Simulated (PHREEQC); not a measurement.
Consider water at 25 °C with 0.038 mol H3PO4 per kg of water. Closed to the air; pH follows from the charge balance.

The numbers come from PHREEQC with the ion-association model, wateq4f.dat.

Precipitation was switched off in this run.

### Question
What pH, ionic strength does the model give?

### Answer
pH 1.89; ionic strength 0.0142 mol/kgw.

### Question
In which forms is P present?

### Answer
H3PO4 63 %, H2PO4- 37 % of the P.

H3PO4, which wateq4f.dat lacks, is added to it with the constant of phreeqc.dat.
